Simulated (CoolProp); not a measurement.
CH2F2 (R32) at 293.15 K and 3.37 MPa flows at 3.3 m/s in a round tube of 2 mm bore and 45 µm roughness, fully developed (64/Re and Nu = 3.66 if laminar; Colebrook and Gnielinski if turbulent). Each further row changes one setting.

Values from CoolProp's reference Helmholtz-energy equation of state, Tillner-Roth 1997.

```csv
case,Reynolds number,Darcy friction factor,pressure drop (Pa/m),heat-transfer coefficient (W/(m² K)),mass flow (kg/h)
as stated,___,0.0516,139000,27500,37.0
velocity 6.6 m/s,106000,___,554000,___,74.0
diameter 4 mm,106000,0.0400,___,22300,___
```

Some entries are withheld; supply them.


- as stated, Reynolds number: 53200
- velocity 6.6 m/s, Darcy friction factor: 0.0512
- velocity 6.6 m/s, heat-transfer coefficient (W/(m² K)): 55300
- diameter 4 mm, pressure drop (Pa/m): 54000
- diameter 4 mm, mass flow (kg/h): 148

Viscosity comes from a separate model (Bell 2016), an estimate that may be off by 10 % or more. Thermal conductivity comes from a separate model (Huber 2003), an estimate that may be off by 10 % or more.
